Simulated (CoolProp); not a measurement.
Vapour-liquid equilibrium of cis-2-butene (1) + acetone (2) at -0.85 °C; x and y are mole fractions of (1).

Values from CoolProp's multi-fluid Helmholtz-energy mixture model, Lemmon 2005 and Lemmon 2006; pair parameters Bell 2016.

| x | bubble pressure, mixture model (MPa) | bubble pressure, Raoult's law (MPa) | y, mixture model | y, Raoult's law |
|---|---|---|---|---|
| 0.05 | 0.02116 | 0.01268 | 0.596 | 0.334 |
| 0.2 | 0.04784 | 0.02407 | 0.841 | 0.705 |
| 0.35 | 0.06210 | 0.03546 | 0.889 | 0.837 |
| 0.5 | 0.06909 | 0.04685 | 0.909 | 0.905 |
| 0.65 | 0.07321 | 0.05824 | 0.921 | 0.947 |
| 0.8 | 0.07733 | 0.06962 | 0.939 | 0.974 |
| 0.95 | 0.08276 | 0.08101 | 0.977 | 0.995 |

The largest gap from Raoult's law is +98.8 % in bubble pressure, at x = 0.2. No azeotrope shows between x = 0.05 and 0.95.

Pair parameters are fitted to limited data, so mixtures are less certain than the pure fluids. With so large a gap from Raoult's law the liquid may split in two, which this calculation doesn't test in full.
